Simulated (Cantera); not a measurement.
Input: 1 mol SiCl4, a varied amount of H2, at 1373 K and 0.480 bar.

Cantera equilibrium calculation (NASA polynomials, part measured and part estimated; ideal gas, pure solids and liquids). Candidate condensed phases: Si; 19 gas species. Kinetics and transport are ignored.

What share of the Si ends up in condensed phases as a function of n(H2) (mol), at 9, 16, 30, 55, 100, 190, 340?


| n(H2) (mol) | Si condensed (%) | as |
|---|---|---|
| 9 | 0.0 | - |
| 16 | 8.2 | Si(s) |
| 30 | 23.3 | Si(s) |
| 55 | 41.8 | Si(s) |
| 100 | 60.5 | Si(s) |
| 190 | 76.6 | Si(s) |
| 340 | 86.2 | Si(s) |
